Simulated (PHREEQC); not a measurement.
Make-up at 25 °C: 21 mmol/kgw Pb(NO3)2. Closed to the air; pH follows from the charge balance.

The numbers come from PHREEQC with the ion-association model, phreeqc.dat.

No solid was allowed to form.

**Question.** Estimate the pH, ionic strength.

**Answer.** pH 4.78; ionic strength 0.0548 mol/kgw.

**Question.** In which forms is N present?

**Answer.** NO3- 90 %, PbNO3+ 9.8 % of the N.

Species that the database lacks are ignored.
